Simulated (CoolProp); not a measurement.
Vapour-liquid equilibrium of benzene (1) + n-nonane (2) at 1510 kPa; x and y are mole fractions of (1).

Computed with CoolProp (multi-fluid Helmholtz-energy mixture model, Thol 2012 and Lemmon 2006; pair parameters Bell 2016).

| x | bubble temperature (K) | y at the bubble point | dew temperature at overall composition x (K) | liquid density (mol/L) |
|---|---|---|---|---|
| 0.05 | 558.1 | 0.099 | 561.6 | 3.485 |
| 0.125 | 547.9 | 0.242 | 556.2 | 3.757 |
| 0.2 | 538.3 | 0.369 | 550.9 | 4.032 |
| 0.275 | 529.5 | 0.479 | 545.4 | 4.311 |
| 0.35 | 521.5 | 0.571 | 539.7 | 4.599 |
| 0.425 | 514.4 | 0.649 | 533.9 | 4.901 |
| 0.5 | 508.0 | 0.715 | 527.7 | 5.222 |
| 0.575 | 502.1 | 0.773 | 521.2 | 5.567 |
| 0.65 | 496.8 | 0.823 | 514.3 | 5.944 |
| 0.725 | 491.8 | 0.868 | 507.0 | 6.359 |
| 0.8 | 487.2 | 0.908 | 499.2 | 6.821 |
| 0.875 | 482.9 | 0.945 | 491.0 | 7.338 |
| 0.95 | 478.8 | 0.979 | 482.3 | 7.922 |

No azeotrope shows between x = 0.05 and 0.95.

Pair parameters are fitted to limited data, so mixtures are less certain than the pure fluids.
